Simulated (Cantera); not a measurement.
Input: 1 mol Cu2O, 50 mol H2, 5 mol N2, held at 1 atm.

Equilibrium computed with Cantera from the NASA thermochemical tables; the gas is ideal and each condensed phase is pure. Candidate condensed phases: Cu, CuO, Cu(OH)2, Cu2O, H2O; 27 gas species. Rates play no part.

Problem. At 1375 K, list the 4 most abundant gas species with their mole fractions, and the condensed phases.

Solution. H2 0.891, N2 0.0909, H2O 0.0182, NH3 2.40e-5. Condensed: Cu(l).
